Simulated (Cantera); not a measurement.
A perfectly stirred reactor is fed with C2H6 : N2 = 1 : 3.3 (molar parts), at 0.00630 bar; it is held at 1650 K, and followed from long to short residence time.

Model: GRI-Mech 3.0 (53 species, 325 reactions), integrated in Cantera. GRI-Mech 3.0 stops at C3 and has no aromatics, soot or wall deposition, so with more carbon than oxygen in the feed, carbon stays in small species such as C2H2 where larger ones or solid carbon would form. Radical loss at walls, strong at low pressure, is not modelled.

x: mole fraction; the columns are a selection and need not sum to one.

```csv
τ (s),x C2H6,x CH2,x CH4,x CH3,x HCN
2.2,8.94e-5,3.26e-6,0.0202,0.00135,2.02e-5
0.99,0.000193,4.69e-6,0.0276,0.00201,1.37e-5
0.44,0.000420,6.66e-6,0.0372,0.00298,9.11e-6
0.20,0.000892,9.26e-6,0.0482,0.00436,6.13e-6
0.087,___,___,___,___,___
0.039,0.00422,1.78e-5,0.0726,0.00940,2.70e-6
0.017,0.00925,2.45e-5,0.0810,0.0137,1.80e-6
0.0076,___,___,0.0814,___,___
0.0034,0.0405,4.19e-5,0.0703,0.0267,8.06e-7
0.0015,0.0792,4.77e-5,0.0478,0.0330,4.93e-7
0.00067,0.134,4.36e-5,0.0233,0.0328,2.58e-7
```

### Question
Complete the blanks.

### Answer

- 0.087, x C2H6: 0.00197
- 0.087, x CH2: 1.30e-5
- 0.087, x CH4: 0.0609
- 0.087, x CH3: 0.00647
- 0.087, x HCN: 4.03e-6
- 0.0076, x C2H6: 0.0196
- 0.0076, x CH2: 3.28e-5
- 0.0076, x CH3: 0.0196
- 0.0076, x HCN: 1.22e-6
